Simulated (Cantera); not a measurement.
A freely propagating, adiabatic, planar premixed flame of CH₄ : C₂H₆ : C₃H₈ : O₂ : N₂ = 1 : 0.036 : 0.99 : 9.07 : 34.1 (molar parts), equivalence ratio 0.78, unburnt at 525 K and 1.01 bar; unity-Lewis-number transport, grid criteria slope 0.08 and curve 0.16, no radiation.

Cantera simulation using GRI-Mech 3.0 (53 species, 325 reactions); the numbers are that mechanism's predictions, not measurements. GRI-Mech 3.0 was tuned for natural gas; its chemistry of propane as a main component is partial and can be far from experiment. Unity Lewis numbers drop preferential diffusion, which matters most where H2 and H carry the flame. Burning velocities carry a grid error of a few per cent, more on coarse grids.

**Question.** Predict: laminar burning velocity; thermal thickness; peak x(C₂H₄); peak x(OH).

**Answer.** laminar burning velocity: 73.5 cm/s
thermal thickness: 0.367 mm
peak x(C₂H₄): 0.00354
peak x(OH): 0.00836
